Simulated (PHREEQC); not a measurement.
0.05 mol of CaSeO3 (CaSeO3) is brought to equilibrium with 1 kg of water holding 0.001 mol/kgw NaCl, at 25 °C, the pH being set by adding NaOH or HCl. The system is closed to oxygen. CO2 from the air is kept out. Only these solids could form: CaSeO3, Portlandite.

Computed with PHREEQC (ion-association model, wateq4f.dat).

Q: Predict dissolved Ca (mol/kgw), dissolved Se (mol/kgw) at pH = 7.5, 10.31.

A: 
```csv
pH,dissolved Ca (mol/kgw),dissolved Se (mol/kgw)
7.5,0.00780,0.00780
10.31,0.00243,0.00243
```

Complexes and solids missing from the database can't appear.
